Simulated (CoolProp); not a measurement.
Properties of 1,2-dichloroethane along the isobar 0.101 MPa (Tc = 288.4 °C, pc = 5.226 MPa, ω = 0.269).

Computed with CoolProp (reference Helmholtz-energy equation of state, Thol 2015).

| T (°C) | phase | density (kg/m³) | fugacity coefficient |
|---|---|---|---|
| 14.25 | liquid | 1261 | 0.06089 |
| 29.35 | liquid | … | … |
| 44.55 | liquid | … | … |
| 59.65 | liquid | 1194 | … |
| 74.85 | liquid | 1171 | … |
| 89.95 | gas | 3.406 | 0.9729 |
| 105.05 | gas | 3.258 | 0.9761 |
| 120.25 | gas | 3.123 | 0.9789 |
| 135.35 | gas | 3.000 | 0.9813 |
| 150.45 | gas | 2.887 | 0.9833 |
| 165.65 | gas | 2.782 | 0.9851 |
| 180.75 | gas | 2.685 | 0.9866 |

Fill in the missing entries.


- 29.35, density (kg/m³): 1239
- 29.35, fugacity coefficient: 0.1272
- 44.55, density (kg/m³): 1217
- 44.55, fugacity coefficient: 0.2456
- 59.65, fugacity coefficient: 0.4394
- 74.85, fugacity coefficient: 0.7415
